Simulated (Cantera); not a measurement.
A closed system holds: 1 mol SiHCl3, 1.9 mol NH3, 1.3 mol H2, at 1825 K.

Method: chemical equilibrium by Gibbs-energy minimisation in Cantera with the NASA 1993 tables (ideal gas, pure condensed phases). Candidate condensed phases: NH4Cl, Si, Si3N4; 28 gas species. Gases not in the tables: Si2H6 and higher silanes. The numbers say what is thermodynamically allowed, not how fast it happens.

Problem. What share of the Si ends up in condensed phases as a function of P (Pa), at 5, 36, 260, 1900, 14000, 100000?

Solution. 
```csv
P (Pa),Si condensed (%),as
5,0.0,-
36,0.0,-
260,4.9,Si(l)
1900,6.4,Si(l)
14000,11.0,Si3N4(s)
100000,37.3,Si3N4(s)
```
